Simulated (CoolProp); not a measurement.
Vapour-liquid equilibrium of carbon dioxide (1) + R143a (2) at 16.7 bar; x and y are mole fractions of (1).

Values from CoolProp's multi-fluid Helmholtz-energy mixture model, Span 1996 and Lemmon and Jacobsen 2000; pair parameters Bell 2016.

| x | bubble temperature, mixture model (K) | bubble temperature, Raoult's law (K) | y, mixture model | y, Raoult's law |
|---|---|---|---|---|
| 0.05 | 304.4 | 301.9 | 0.123 | 0.210 |
| 0.125 | 296.7 | 292.8 | 0.301 | 0.426 |
| 0.2 | 289.1 | 285.5 | ___ | 0.571 |
| 0.275 | ___ | 279.4 | 0.586 | 0.675 |
| 0.35 | ___ | 274.2 | ___ | 0.751 |
| 0.425 | 270.4 | 269.7 | ___ | 0.809 |
| 0.5 | 265.9 | 265.8 | 0.811 | 0.854 |
| 0.575 | 262.1 | 262.3 | 0.853 | 0.889 |
| 0.65 | 258.9 | 259.1 | 0.887 | 0.918 |
| 0.725 | 256.1 | 256.3 | 0.915 | 0.942 |
| 0.8 | 253.6 | 253.8 | ___ | 0.961 |
| 0.875 | 251.4 | 251.4 | ___ | 0.978 |
| 0.95 | 249.3 | 249.3 | ___ | 0.992 |

**Question.** Some entries are withheld; supply them.

**Answer.** 
- 0.2, y, mixture model: 0.459
- 0.275, bubble temperature, mixture model (K): 282.0
- 0.35, bubble temperature, mixture model (K): 275.8
- 0.35, y, mixture model: 0.683
- 0.425, y, mixture model: 0.756
- 0.8, y, mixture model: 0.939
- 0.875, y, mixture model: 0.962
- 0.95, y, mixture model: 0.985

The largest gap from Raoult's law is +3.9 K in bubble temperature, at x = 0.125. No azeotrope shows between x = 0.05 and 0.95.

The pair parameters rest on a limited set of measurements; away from them the model extrapolates. The gap from Raoult's law changes sign with composition, which may be real or a fault of the pair parameters; it wasn't checked against measurements.
